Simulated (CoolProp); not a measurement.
Vapour pressure (bar) of R114: the reference equation beside estimates from Tc = 420.6 K, pc = 33.52 bar, ω = 0.252. Clausius-Clapeyron is anchored at 308.1 K with a constant enthalpy of vaporisation of 21.21 kJ/mol.

The numbers come from the reference Helmholtz-energy equation of state, Platzer 1990 in CoolProp. This equation is an older, rougher fit; its heat capacities, sound speeds and derivatives of the liquid may be far off and weren't checked against measurements.

```
T (K)  reference  Lee-Kesler  Clausius-Clapeyron  van der Waals  Redlich-Kwong  Soave-Redlich-Kwong  Peng-Robinson
-----  ---------  ----------  ------------------  -------------  -------------  -------------------  -------------
308.1      2.918       2.897               2.918          8.438          4.251                2.897          2.874
313.6      3.428       3.409               3.374          9.202          4.885                3.410          3.379
319        3.991       3.974               3.872          9.994          5.570                3.979          3.938
324.4      4.621       4.606               4.424          10.83          6.319                4.616          4.565
329.9      5.336       5.324               5.043          11.72          7.151                5.341          5.278
335.3      6.116       6.106               5.712          12.64          8.040                6.133          6.056
340.8      6.995       6.985               6.458          13.63          9.021                7.026          6.936
346.2      7.946       7.937               7.258          14.64          10.06                7.994          7.889
351.6      8.989       8.980               8.127          15.70          11.18                9.057          8.937
357.1      10.15       10.14               9.088          16.83          12.40                10.24          10.11
362.5      11.40       11.39               10.11          17.98          13.69                11.51          11.37
368        12.79       12.77               11.23          19.20          15.09                12.93          12.77
373.4      14.27       14.25               12.41          20.45          16.55                14.43          14.26
378.8      15.87       15.85               13.68          21.75          18.11                16.06          15.88
```

Absolute difference from the reference over all 14 rows, mean and median: Lee-Kesler 0.2 and 0.1 %, Clausius-Clapeyron 7.7 and 8.2 %, van der Waals 98.3 and 89.5 %, Redlich-Kwong 28.6 and 27.8 %, Soave-Redlich-Kwong 0.6 and 0.7 %, Peng-Robinson 0.8 and 0.8 %.
